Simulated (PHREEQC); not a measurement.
HF is added in steps, without added water, to 1 kg of water holding 0.0013 mol Sr(NO3)2, at 15 °C. O2 is buffered at 0.21 atm. The system is closed to CO2. Precipitation was switched off in this run.

Base run: PHREEQC, ion-association model, wateq4f.dat. Each further column changes one thing. The table gives HF (mol/kgw).

| HF added (mol) | base | metal-ligand complexes left out | all activity coefficients set to 1 | Davies equation for every ion | Debye-Hückel limiting law |
|---|---|---|---|---|---|
| 0 | 0 | 0 | 0 | 0 | 0 |
| 0.00024 | 4.28e-5 | 4.28e-5 | 4.69e-5 | 4.27e-5 | 4.23e-5 |
| 0.00042 | 0.000107 | 0.000107 | 0.000116 | 0.000107 | 0.000106 |
| 0.00066 | 0.000216 | 0.000216 | 0.000231 | 0.000215 | 0.000214 |
| 0.0009 | 0.000341 | 0.000341 | 0.000362 | 0.000340 | 0.000338 |
| 0.00108 | 0.000442 | 0.000442 | 0.000467 | 0.000441 | 0.000439 |
| 0.00132 | 0.000584 | 0.000584 | 0.000615 | 0.000583 | 0.000580 |
| 0.0015 | 0.000696 | 0.000696 | 0.000731 | 0.000694 | 0.000691 |
| 0.00174 | 0.000849 | 0.000849 | 0.000889 | 0.000847 | 0.000844 |
| 0.00198 | 0.00101 | 0.00101 | 0.00105 | 0.00100 | 0.00100 |
| 0.00216 | 0.00113 | 0.00113 | 0.00118 | 0.00113 | 0.00112 |
| 0.0024 | 0.00129 | 0.00129 | 0.00135 | 0.00129 | 0.00128 |
